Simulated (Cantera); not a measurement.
An adiabatic, constant-volume homogeneous reactor starts with CH₄ : O₂ : N₂ = 1 : 1.05 : 3.96 (molar parts), at 1798 K and 0.720 bar. Integrator tolerance rtol = 1e-08.

Detailed kinetics in Cantera: GRI-Mech 3.0 (53 species, 325 reactions).

**Question.** What does this change do: initial temperature 1798 to 1350 K?

**Answer.** 
```
quantity                                                              before                                      after
---------------------------------  -----------------------------------------  -----------------------------------------
time of steepest temperature rise                                   0.158 ms                                    10.6 ms
temperature at 0.100 s                                                2893 K                                     2687 K
equilibrium temperature                                               2893 K                                     2687 K
x(CH₄) at 0.100 s                  3.65e-12 (gas-phase equilibrium 4.18e-12)  1.15e-11 (gas-phase equilibrium 1.29e-11)
x(O₂) at 0.100 s                   0.000596 (gas-phase equilibrium 0.000596)  0.000104 (gas-phase equilibrium 0.000104)
x(CH₃) at 0.100 s                  1.56e-11 (gas-phase equilibrium 1.79e-11)  2.19e-11 (gas-phase equilibrium 2.47e-11)
x(NO₂) at 0.100 s                    7.30e-8 (gas-phase equilibrium 7.30e-8)    1.26e-8 (gas-phase equilibrium 1.26e-8)
x(C₂H₆) at 0.100 s                     <1e-12 (gas-phase equilibrium <1e-12)      <1e-12 (gas-phase equilibrium <1e-12)
x(HCO) at 0.100 s                    5.17e-7 (gas-phase equilibrium 5.17e-7)    3.61e-7 (gas-phase equilibrium 3.61e-7)
x(H) at 0.100 s                        0.0353 (gas-phase equilibrium 0.0353)      0.0158 (gas-phase equilibrium 0.0158)
```
